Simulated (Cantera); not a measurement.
A perfectly stirred reactor is fed with 9.91 % H2, 12.9 % O2, 77.2 % N2, at 0.227 atm; it is held at 1325 K, and followed from long to short residence time.

Cantera simulation using GRI-Mech 3.0 (53 species, 325 reactions); the numbers are that mechanism's predictions, not measurements. The temperature is held fixed by assumption; the heat of reaction is taken as removed at once.

One state of this run: x H2 = 7.91e-5; x O2 = 0.0832; x NO = 9.26e-7; x HO2 = 1.50e-6; x H = 1.10e-5. x: mole fraction; the columns are a selection and need not sum to one.

Task: Which value of τ (s) does it belong to?
A. 0.41
B. 0.0090
C. 0.017
D. 1.5

Result: D, 1.5
